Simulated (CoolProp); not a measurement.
The numbers come from the reference Helmholtz-energy equation of state, Thol 2019 in CoolProp.

Problem. For n-hexane, give the phase and the Joule-Thomson coefficient (K/MPa), isothermal compressibility (1/MPa), expansivity (1/kK), viscosity (µPa s) at -32.25 °C and 41.3 bar.

Solution. 
- -32.25 °C and 41.3 bar: liquid; Joule-Thomson coefficient -0.489, isothermal compressibility 0.000982, expansivity 1.18, viscosity 599

Viscosity comes from a separate model (Michailidou 2013).
